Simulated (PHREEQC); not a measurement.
Consider water at 55 °C with 0.035 mol NH4BF4 per kg of water. Closed to the air; pH follows from the charge balance.

Equilibrium calculation in PHREEQC: ion-association model, wateq4f.dat.

Precipitation was switched off in this run.

Q: Estimate the pH, ionic strength.

A: pH 2.91; ionic strength 0.0364 mol/kgw.

Q: In which forms is F present?

A: BF4- 85 %, HF 6.1 %, BF3OH- 5.0 %, F- 2.3 %, BF2(OH)2- 1.6 % of the F.

Complexes and solids missing from the database can't appear. Away from 25 °C the constants follow the database's enthalpies or fits; those with neither stay at their 25 °C values. Real BF4- forms and hydrolyses slowly; the run takes it at equilibrium.
